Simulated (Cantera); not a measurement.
Feed: 1 mol Si, 1.3 mol HBr, 86 mol H2, equilibrated at 575 K and 750 Torr.

Method: chemical equilibrium by Gibbs-energy minimisation in Cantera with the NASA 1993 tables (ideal gas, pure condensed phases). Candidate condensed phases: Br2, Si; 19 gas species. Equilibrium is a limit: real reactors are often held back by kinetics, nucleation or transport.

Base state: H2 0.996, SiBr4 0.00309, SiHBr3 0.000793, SiH2Br2 9.35e-5, HBr 2.87e-5 (mole fractions); condensed: Si(s).

**Question.** What changes in the equilibrium state with this change: temperature from 575 K to 1175 K?

**Answer.** 
```
species       before     after
----------  --------  --------
H2             0.996     0.986
HBr          2.87e-5    0.0133
SiBr2          <1e-9  0.000281
SiBr4        0.00309  0.000121
SiBr3        2.34e-9   2.09e-5
SiHBr3      0.000793  0.000127
SiH3Br       3.91e-6   1.12e-5
Si(s), mol     0.654     0.945
```
The tables' values for SiBr3 are old estimates; treat these amounts as uncertain.
